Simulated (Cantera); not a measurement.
Charge: 1 mol KOH, 0.14 mol H2, at 1.00 bar.

These are equilibrium values from Cantera (NASA tables, ideal gas, pure condensed phases), not measurements of a reactor. Candidate condensed phases: H2O, K, KOH, KO2, K2O, K2O2; 15 gas species. Kinetics and transport are ignored.

Question: What share of the K ends up in condensed phases as a function of T (K), at 748, 823, 898, 973, 1048, 1123, 1198, 1273, 1348, 1423, 1498, 1573, 1648?

Answer: 
```csv
T (K),K condensed (%),as
748,100.0,KOH(l)
823,100.0,KOH(l)
898,100.0,KOH(l)
973,100.0,KOH(l)
1048,99.9,KOH(l)
1123,99.6,KOH(l)
1198,99.1,KOH(l)
1273,97.8,KOH(l)
1348,95.0,KOH(l)
1423,87.0,KOH(l)
1498,52.0,KOH(l)
1573,0.0,-
1648,0.0,-
```
